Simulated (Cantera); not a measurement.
A perfectly stirred reactor is fed with CH₄ : O₂ : N₂ = 1 : 1.82 : 15.6 (molar parts), at 1000000 Pa; it is adiabatic with a 400 K inlet, and is followed from long to short residence time, starting on the burning branch (τ in s: 0.19, 0.076, 0.03, 0.012, 0.0046, 0.0018, 0.00071, 0.00028, 0.00011, 4.4e-05, 1.7e-05).

Cantera simulation using GRI-Mech 3.0 (53 species, 325 reactions); the numbers are that mechanism's predictions, not measurements.

Task: Predict: blow-out, bracketed by the residence times tried; x(CH₄) at τ = 0.190 s; x(O₂) at τ = 0.190 s; x(HCO) at τ = 0.190 s; x(NO) at τ = 0.190 s; x(N₂O) at τ = 0.190 s; x(CH₄) at τ = 1.80 ms; x(O₂) at τ = 1.80 ms.

Result: 
```
Quantity                                                                       Value
------------------------------------------------  ----------------------------------
blow-out, bracketed by the residence times tried  burning at 12.0 ms, out at 4.60 ms
x(CH₄) at τ = 0.190 s                                                        0.00156
x(O₂) at τ = 0.190 s                                                         0.00154
x(HCO) at τ = 0.190 s                                                        2.77e-9
x(NO) at τ = 0.190 s                                                         4.84e-8
x(N₂O) at τ = 0.190 s                                                        3.46e-8
x(CH₄) at τ = 1.80 ms                                                         0.0543
x(O₂) at τ = 1.80 ms                                                          0.0988
```
